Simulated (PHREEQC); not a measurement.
A PHREEQC input (ion-association model, phreeqc.dat):

```
SOLUTION 1
  temp 25
  units mg/L
  pH 7.44
  pe 9.2
  Na 104
  K 0.368
  Ca 269
  Mg 42.5
  Cl 576
  S(6) 168 as SO4
  Alkalinity 88.5 as HCO3 charge
  Ba 1.23
  Si 0.796 as SiO2
  Zn 4.17
  B 0.108
END
USE solution 1
EQUILIBRIUM_PHASES 1
  CO2(g) -2.5 10
END
```

It stops with these messages:

```
ERROR: Alkalinity cannot be used with charge balance or solution phase boundary constraints.
ERROR: Program terminating due to input errors.
```

The fault: charge balance asked on alkalinity. The line should read `as HCO3` where the input has `as HCO3 charge`. With the mend the run ends at pH 7.38 and ionic strength 0.0294 mol/kgw.
